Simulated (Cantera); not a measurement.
**Premixed flame**

A freely propagating, adiabatic, planar premixed flame of 19.3 % H2, 16.9 % O2, 63.7 % N2, unburnt at 400 K and 2.00 bar; mixture-averaged transport, grid criteria slope 0.08 and curve 0.16, no radiation.

Model: the H2/O2 subset of GRI-Mech 3.0, which has no nitrogen chemistry, integrated in Cantera. Burning velocities carry a grid error of a few per cent, more on coarse grids. Lean hydrogen flames are cellular in practice and burn faster than this planar one.

```json
[
 {"z (mm)": "-0.557", "T (K)": "400", "u (m/s)": "0.983", "x H2": "0.192", "x O2": "0.170", "x H": "<1e-8", "x H2O": "4.05e-6", "x OH": "<1e-8", "x H2O2": "<1e-8"},
 {"z (mm)": "-0.371", "T (K)": "401", "u (m/s)": "0.981", "x H2": "0.188", "x O2": "0.170", "x H": "<1e-8", "x H2O": "3.94e-5", "x OH": "<1e-8", "x H2O2": "1.14e-7"},
 {"z (mm)": "-0.279", "T (K)": "403", "u (m/s)": "0.980", "x H2": "0.182", "x O2": "0.172", "x H": "<1e-8", "x H2O": "0.000196", "x OH": "<1e-8", "x H2O2": "6.53e-7"},
 {"z (mm)": "-0.186", "T (K)": "419", "u (m/s)": "1.00", "x H2": "0.166", "x O2": "0.175", "x H": "<1e-8", "x H2O": "0.00167", "x OH": "<1e-8", "x H2O2": "6.86e-6"},
 {"z (mm)": "-0.0928", "T (K)": "590", "u (m/s)": "1.35", "x H2": "0.118", "x O2": "0.174", "x H": "1.54e-5", "x H2O": "0.0235", "x OH": "2.95e-5", "x H2O2": "8.40e-5"},
 {"z (mm)": "-0.0464", "T (K)": "894", "u (m/s)": "2.01", "x H2": "0.0799", "x O2": "0.158", "x H": "0.000708", "x H2O": "0.0665", "x OH": "0.000460", "x H2O2": "7.97e-5"},
 {"z (mm)": "0", "T (K)": "1226", "u (m/s)": "2.74", "x H2": "0.0432", "x O2": "0.130", "x H": "0.00318", "x H2O": "0.122", "x OH": "0.00173", "x H2O2": "2.21e-5"},
 {"z (mm)": "0.0464", "T (K)": "1451", "u (m/s)": "3.24", "x H2": "0.0192", "x O2": "0.104", "x H": "0.00462", "x H2O": "0.163", "x OH": "0.00404", "x H2O2": "5.67e-6"},
 {"z (mm)": "0.0928", "T (K)": "1580", "u (m/s)": "3.52", "x H2": "0.00901", "x O2": "0.0923", "x H": "0.00393", "x H2O": "0.182", "x OH": "0.00563", "x H2O2": "3.11e-6"},
 {"z (mm)": "0.186", "T (K)": "1698", "u (m/s)": "3.78", "x H2": "0.00370", "x O2": "0.0862", "x H": "0.00187", "x H2O": "0.194", "x OH": "0.00594", "x H2O2": "1.59e-6"},
 {"z (mm)": "0.371", "T (K)": "1772", "u (m/s)": "3.93", "x H2": "0.00146", "x O2": "0.0851", "x H": "0.000473", "x H2O": "0.201", "x OH": "0.00438", "x H2O2": "7.86e-7"},
 {"z (mm)": "0.743", "T (K)": "1804", "u (m/s)": "4.00", "x H2": "0.000438", "x O2": "0.0852", "x H": "7.62e-5", "x H2O": "0.204", "x OH": "0.00254", "x H2O2": "3.67e-7"},
 {"z (mm)": "1.49", "T (K)": "1814", "u (m/s)": "4.02", "x H2": "0.000125", "x O2": "0.0855", "x H": "1.20e-5", "x H2O": "0.205", "x OH": "0.00142", "x H2O2": "1.71e-7"}
]
```
x: mole fraction of selected species; z is measured from the peak of heat release.

```
Item                         Result
------------------------  ---------
laminar burning velocity  98.4 cm/s
thermal thickness          0.186 mm
peak x(H)                   0.00462
peak x(OH)                  0.00609
peak x(H2O2)                9.67e-5
grid points                     109
```
